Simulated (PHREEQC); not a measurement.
Solution (30 °C): 0.35 mol/kgw MgSO4 and 0.28 mol/kgw LiCl. Closed to the air; pH follows from the charge balance.

All values are PHREEQC results (Pitzer model, pitzer.dat), not measurements.

* **ionic strength**: 1.68 mol/kgw
* **activity of water**: 0.983
* **density**: 1.043 g/cm³
* **osmotic coefficient**: 0.737

| species | molality | activity | log γ |
|---|---|---|---|
| Mg+2 | 0.350 | 0.0546 | -0.807 |
| SO4-2 | 0.350 | 0.0175 | -1.300 |
| Cl- | 0.280 | 0.163 | -0.235 |
| Li+ | 0.280 | 0.212 | -0.121 |
| MgOH+ | 9.58e-7 | 5.57e-7 | -0.235 |
| HSO4- | 8.03e-7 | 4.42e-7 | -0.259 |
| H+ | 3.63e-7 | 2.30e-7 | -0.198 |
| OH- | 2.07e-7 | 6.28e-8 | -0.519 |

No solid was allowed to form.
